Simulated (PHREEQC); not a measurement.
30 mol of Mirabilite (Na2SO4:10H2O) is brought to equilibrium with 1 kg of water holding 0.28 mol NaCl, at 25 °C and several pressures. No CO2 enters from the air. The run lets Mirabilite precipitate or redissolve, and no other solid.

Base run: PHREEQC, Pitzer model, pitzer.dat. Each further column changes one thing. The table gives dissolved Na (mol/kgw).

```json
[
 {"P (atm)": "1", "base": "3.96", "temperature from 25 to 30 °C": "___"},
 {"P (atm)": "50", "base": "3.96", "temperature from 25 to 30 °C": "5.57"},
 {"P (atm)": "200", "base": "3.95", "temperature from 25 to 30 °C": "___"},
 {"P (atm)": "300", "base": "3.93", "temperature from 25 to 30 °C": "___"},
 {"P (atm)": "400", "base": "3.89", "temperature from 25 to 30 °C": "___"},
 {"P (atm)": "500", "base": "3.85", "temperature from 25 to 30 °C": "___"},
 {"P (atm)": "800", "base": "3.71", "temperature from 25 to 30 °C": "___"},
 {"P (atm)": "1000", "base": "3.62", "temperature from 25 to 30 °C": "___"}
]
```

Problem. Some entries are withheld; supply them.

Solution. 
- 1, temperature from 25 to 30 °C: 5.60
- 200, temperature from 25 to 30 °C: 5.46
- 300, temperature from 25 to 30 °C: 5.37
- 400, temperature from 25 to 30 °C: 5.29
- 500, temperature from 25 to 30 °C: 5.20
- 800, temperature from 25 to 30 °C: 4.97
- 1000, temperature from 25 to 30 °C: 4.84
